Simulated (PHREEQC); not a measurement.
Solution (25 °C): 0.018 mol/kgw TMAH, 0.0002 mol/kgw CO2 and 0.02 mol/kgw K3PO4. Closed to the air; pH follows from the charge balance.

Computed with PHREEQC (ion-association model, phreeqc.dat).

Problem. The ionic strength comes out as 0.128 mol/kgw. What activity coefficients do CO3-2, KHPO4-, HPO4-2, K+, PO4-3 get?

Solution. CO3-2 0.36, KHPO4- 0.77, HPO4-2 0.35, K+ 0.74, PO4-3 0.076.

Precipitation was switched off in this run. Complexes and solids missing from the database can't appear. (CH3)4N+ isn't in the database: it is added as a free cation with an ion size of 4 Å.
